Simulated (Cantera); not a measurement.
A Cantera script and what it prints.

```python
import numpy as np
import cantera as ct

gas_names = """
    CuF2 CF2
""".split()
cond_names = """
    C(gr) Cu(cr) Cu(L)
""".split()


def load(file, names, dense=False):
    # The tables refer to 1 bar. Condensed volumes are neglected.
    table = {s.name: s for s in ct.Species.list_from_file(file)}
    out = []
    for n in names:
        d = dict(table[n].input_data)
        d["thermo"] = dict(d["thermo"], **{"reference-pressure": 1e5})
        if dense:
            d["equation-of-state"] = {"model": "constant-volume", "density": "1e6 g/cm^3"}
        out.append(ct.Species.from_dict(d))
    return out


species = {s.name: s for s in load("nasa_gas.yaml", gas_names) + load("nasa_condensed.yaml", cond_names)}
# Each term lists the table entries of one substance; the one whose range holds T is used.
reactions = {
    'CuF2(g) + C = CF2(g) + Cu':
        [(-1, ['CuF2']), (-1, ['C(gr)']), (1, ['CF2']), (1, ['Cu(cr)', 'Cu(L)'])],
}


def pick(names, T):
    return next(species[n] for n in names if species[n].thermo.min_temp <= T <= species[n].thermo.max_temp)


results = []
for label, terms in reactions.items():
    print(label)
    print("     T/K   dH/kJ  dS/(J/K)   dG/kJ   log10 K")
    for T in [300, 1675, 1775, 1875, 1975, 2075, 2175, 2275, 2375, 2475, 2575, 2675]:
        used = [(nu, pick(names, T)) for nu, names in terms]
        dH = sum(nu * s.thermo.h(T) for nu, s in used) / 1e6
        dS = sum(nu * s.thermo.s(T) for nu, s in used) / 1e3
        dG = dH - T * dS / 1e3
        logK = -dG * 1e6 / (ct.gas_constant * T * np.log(10))
        results.append((label, T, dH, dS, dG, logK, [s.name for _, s in used]))
        print(f"{T:8g} {dH:8.1f} {dS:8.1f} {dG:8.1f} {logK:8.2f}")
```

It prints:

```
CuF2(g) + C = CF2(g) + Cu
     T/K   dH/kJ  dS/(J/K)   dG/kJ   log10 K
     300     84.9      1.2     84.6   -14.73
    1675    105.7     19.9     72.4    -2.26
    1775    106.4     20.3     70.4    -2.07
    1875    107.0     20.6     68.3    -1.90
    1975    107.6     20.9     66.2    -1.75
    2075    108.2     21.2     64.1    -1.61
    2175    108.7     21.5     62.0    -1.49
    2275    109.2     21.7     59.8    -1.37
    2375    109.7     21.9     57.7    -1.27
    2475    110.1     22.1     55.5    -1.17
    2575    110.5     22.2     53.2    -1.08
    2675    110.9     22.4     51.0    -1.00
```

Cantera with NASA thermochemical tables; ideal gases at 1 bar, condensed phases pure. Condensed species are held in their standard states even where they would react or evaporate.
